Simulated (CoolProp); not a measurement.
A single-stage vapour-compression cycle with R125: evaporating at 230.15 K (dew point), condensing at 255.15 K (bubble point), superheat 5 K, subcooling 0 K, compressor efficiency 0.8, no pressure losses. Each further row changes one setting.

Computed with CoolProp (reference Helmholtz-energy equation of state, Lemmon 2005).

```tsv
case	cooling COP	pressure ratio	discharge temperature (K)	refrigerating effect (kJ/kg)	volumetric capacity (kJ/m³)
as stated	6.54	2.81	268.4	136	1130
evaporating temperature 235.15 K	___	2.24	___	___	1430
condensing temperature 250.15 K	8.38	2.33	262.2	142	1180
subcooling 5 K	___	2.81	268.4	142	1180
superheat 15 K	6.55	2.81	278.7	143	1130
compressor efficiency 0.7	___	2.81	___	136	1130
```

Complete the blanks.


- evaporating temperature 235.15 K, cooling COP: 8.53
- evaporating temperature 235.15 K, discharge temperature (K): 266.4
- evaporating temperature 235.15 K, refrigerating effect (kJ/kg): 139
- subcooling 5 K, cooling COP: 6.82
- compressor efficiency 0.7, cooling COP: 5.72
- compressor efficiency 0.7, discharge temperature (K): 272.1
